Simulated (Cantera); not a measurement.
Cantera run:

```python
import numpy as np
import cantera as ct

gas_names = """
    N NO NO2 NO3 N2 N2O O O2 O3 Si SiN SiO SiO2 Si2 Si2N Si3
""".split()
cond_names = """
    Si(cr) Si(L) SiO2(Lqz) SiO2(hqz) SiO2(L) Si2N2O(s) Si3N4(a)
""".split()


def load(file, names, dense=False):
    # The tables refer to 1 bar. Condensed volumes are neglected.
    table = {s.name: s for s in ct.Species.list_from_file(file)}
    out = []
    for n in names:
        d = dict(table[n].input_data)
        d["thermo"] = dict(d["thermo"], **{"reference-pressure": 1e5})
        if dense:
            d["equation-of-state"] = {"model": "constant-volume", "density": "1e6 g/cm^3"}
        out.append(ct.Species.from_dict(d))
    return out


gas = ct.Solution(thermo="ideal-gas", species=load("nasa_gas.yaml", gas_names))
cond = {s.name: ct.Solution(thermo="fixed-stoichiometry", species=[s], name=s.name)
        for s in load("nasa_condensed.yaml", cond_names, dense=True)}
atoms = {
    'Si3N4': {'Si': 3, 'N': 4},
    'O2': {'O': 2},
    'N2': {'N': 2},
}
top_T = {'Si2N2O(s)': 2100, 'Si3N4(a)': 2400}  # K; cautious upper limits of use, not melting points


def equilibrate(T, P, feed):
    n = {}
    for name, mol in feed.items():
        for a, k in atoms[name].items():
            n[a] = n.get(a, 0.0) + k * mol
    gas.TPX = T, P, n
    mass = sum(n.values()) * gas.mean_molecular_weight
    gas.equilibrate("TP")
    valid = [c for c in cond.values() if c.min_temp <= T <= top_T.get(c.name, c.max_temp)]
    mix = ct.Mixture([(gas, mass / gas.mean_molecular_weight)] + [(c, 0.0) for c in valid])
    mix.T, mix.P = T, P
    mix.equilibrate("TP", solver="vcs", rtol=1e-11, max_steps=5000)
    return mix


results = []
feed = {'Si3N4': 1, 'O2': 0.016, 'N2': 94}  # mol
for P in [0.1, 0.5, 2.5, 13, 63, 320, 1600, 7900, 40000, 200000, 1000000]:
    for T in [1575, 1600, 1625, 1650, 1675, 1700, 1725, 1750, 1775, 1800, 1825, 1850, 1875]:
        mix = equilibrate(T, P, feed)
        results.append((T, P, feed, dict(zip(mix.species_names, mix.species_moles))))

for T, P, feed, n in results:
    print(f"{T:7g} {P:10.4g}  " + (" + ".join(c for c in cond_names if n.get(c, 0) > 1e-12) or "gas only"))
```

Output:

```
   1575        0.1  gas only
   1600        0.1  gas only
   1625        0.1  gas only
   1650        0.1  gas only
   1675        0.1  gas only
   1700        0.1  gas only
   1725        0.1  gas only
   1750        0.1  gas only
   1775        0.1  gas only
   1800        0.1  gas only
   1825        0.1  gas only
   1850        0.1  gas only
   1875        0.1  gas only
   1575        0.5  Si(cr)
   1600        0.5  Si(cr)
   1625        0.5  gas only
   1650        0.5  gas only
   1675        0.5  gas only
   1700        0.5  gas only
   1725        0.5  gas only
   1750        0.5  gas only
   1775        0.5  gas only
   1800        0.5  gas only
   1825        0.5  gas only
   1850        0.5  gas only
   1875        0.5  gas only
   1575        2.5  Si(cr)
   1600        2.5  Si(cr)
   1625        2.5  Si(cr)
   1650        2.5  Si(cr)
   1675        2.5  Si(cr)
   1700        2.5  Si(L)
   1725        2.5  gas only
   1750        2.5  gas only
   1775        2.5  gas only
   1800        2.5  gas only
   1825        2.5  gas only
   1850        2.5  gas only
   1875        2.5  gas only
   1575         13  Si(cr)
   1600         13  Si(cr)
   1625         13  Si(cr)
   1650         13  Si(cr)
   1675         13  Si(cr)
   1700         13  Si(L)
   1725         13  Si(L)
   1750         13  Si(L)
   1775         13  Si(L)
   1800         13  Si(L)
   1825         13  gas only
   1850         13  gas only
   1875         13  gas only
   1575         63  Si3N4(a)
   1600         63  Si3N4(a)
   1625         63  Si3N4(a)
   1650         63  Si(cr)
   1675         63  Si(cr)
   1700         63  Si(L)
   1725         63  Si(L)
   1750         63  Si(L)
   1775         63  Si(L)
   1800         63  Si(L)
   1825         63  Si(L)
   1850         63  Si(L)
   1875         63  Si(L)
   1575        320  Si3N4(a)
   1600        320  Si3N4(a)
   1625        320  Si3N4(a)
   1650        320  Si3N4(a)
   1675        320  Si3N4(a)
   1700        320  Si3N4(a)
   1725        320  Si3N4(a)
   1750        320  Si(L)
   1775        320  Si(L)
   1800        320  Si(L)
   1825        320  Si(L)
   1850        320  Si(L)
   1875        320  Si(L)
   1575       1600  Si2N2O(s) + Si3N4(a)
   1600       1600  Si2N2O(s) + Si3N4(a)
   1625       1600  Si2N2O(s) + Si3N4(a)
   1650       1600  Si3N4(a)
   1675       1600  Si3N4(a)
   1700       1600  Si3N4(a)
   1725       1600  Si3N4(a)
   1750       1600  Si3N4(a)
   1775       1600  Si3N4(a)
   1800       1600  Si3N4(a)
   1825       1600  Si3N4(a)
   1850       1600  Si(L)
   1875       1600  Si(L)
   1575       7900  Si2N2O(s) + Si3N4(a)
   1600       7900  Si2N2O(s) + Si3N4(a)
   1625       7900  Si2N2O(s) + Si3N4(a)
   1650       7900  Si2N2O(s) + Si3N4(a)
   1675       7900  Si2N2O(s) + Si3N4(a)
   1700       7900  Si2N2O(s) + Si3N4(a)
   1725       7900  Si3N4(a)
   1750       7900  Si3N4(a)
   1775       7900  Si3N4(a)
   1800       7900  Si3N4(a)
   1825       7900  Si3N4(a)
   1850       7900  Si3N4(a)
   1875       7900  Si3N4(a)
   1575      4e+04  Si2N2O(s) + Si3N4(a)
   1600      4e+04  Si2N2O(s) + Si3N4(a)
   1625      4e+04  Si2N2O(s) + Si3N4(a)
   1650      4e+04  Si2N2O(s) + Si3N4(a)
   1675      4e+04  Si2N2O(s) + Si3N4(a)
   1700      4e+04  Si2N2O(s) + Si3N4(a)
   1725      4e+04  Si2N2O(s) + Si3N4(a)
   1750      4e+04  Si2N2O(s) + Si3N4(a)
   1775      4e+04  Si2N2O(s) + Si3N4(a)
   1800      4e+04  Si2N2O(s) + Si3N4(a)
   1825      4e+04  Si3N4(a)
   1850      4e+04  Si3N4(a)
   1875      4e+04  Si3N4(a)
   1575      2e+05  Si2N2O(s) + Si3N4(a)
   1600      2e+05  Si2N2O(s) + Si3N4(a)
   1625      2e+05  Si2N2O(s) + Si3N4(a)
   1650      2e+05  Si2N2O(s) + Si3N4(a)
   1675      2e+05  Si2N2O(s) + Si3N4(a)
   1700      2e+05  Si2N2O(s) + Si3N4(a)
   1725      2e+05  Si2N2O(s) + Si3N4(a)
   1750      2e+05  Si2N2O(s) + Si3N4(a)
   1775      2e+05  Si2N2O(s) + Si3N4(a)
   1800      2e+05  Si2N2O(s) + Si3N4(a)
   1825      2e+05  Si2N2O(s) + Si3N4(a)
   1850      2e+05  Si2N2O(s) + Si3N4(a)
   1875      2e+05  Si2N2O(s) + Si3N4(a)
   1575      1e+06  Si2N2O(s) + Si3N4(a)
   1600      1e+06  Si2N2O(s) + Si3N4(a)
   1625      1e+06  Si2N2O(s) + Si3N4(a)
   1650      1e+06  Si2N2O(s) + Si3N4(a)
   1675      1e+06  Si2N2O(s) + Si3N4(a)
   1700      1e+06  Si2N2O(s) + Si3N4(a)
   1725      1e+06  Si2N2O(s) + Si3N4(a)
   1750      1e+06  Si2N2O(s) + Si3N4(a)
   1775      1e+06  Si2N2O(s) + Si3N4(a)
   1800      1e+06  Si2N2O(s) + Si3N4(a)
   1825      1e+06  Si2N2O(s) + Si3N4(a)
   1850      1e+06  Si2N2O(s) + Si3N4(a)
   1875      1e+06  Si2N2O(s) + Si3N4(a)
```

Cantera equilibrium calculation (NASA polynomials, part measured and part estimated; ideal gas, pure solids and liquids). Mutual solubility and eutectic melting of coexisting phases are not modelled.
